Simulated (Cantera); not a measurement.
Input: 1 mol PbO, 1.1 mol O₂, 0.25 mol H₂.

These are equilibrium values from Cantera (NASA tables, ideal gas, pure condensed phases), not measurements of a reactor. Candidate condensed phases: H₂O, Pb, PbO, PbO₂, Pb₃O₄; 12 gas species. Kinetics and transport are ignored.

Stable condensed phases, one row left out:

```
T in °C \ P in Pa
              10      36     130     460    1700    6000   22000   77000  280000 1000000
   1325        A       A       A       A       A       A       B       B       B       B
   1225        A       A       A       A       A       B       B       B       B       B
   1125        A       A       A       A       B       B       B       B       B       B
    925        A       B       B       B       B       B       B       B       B       B
    825        B       B       B       B       B       B       B       B       B       B
    725        B       B       B       B       B       B       B       B       B       B
    625        B       B       B       B       B       B       B       B       B       B
    525        B       B       B       B       B       B       B       B       B       B
```

A: gas only; B: PbO.

Question: Give the row for 1025 °C.

Answer: 10: gas only; 36: gas only; 130: PbO; 460: PbO; 1700: PbO; 6000: PbO; 22000: PbO; 77000: PbO; 280000: PbO; 1000000: PbO.
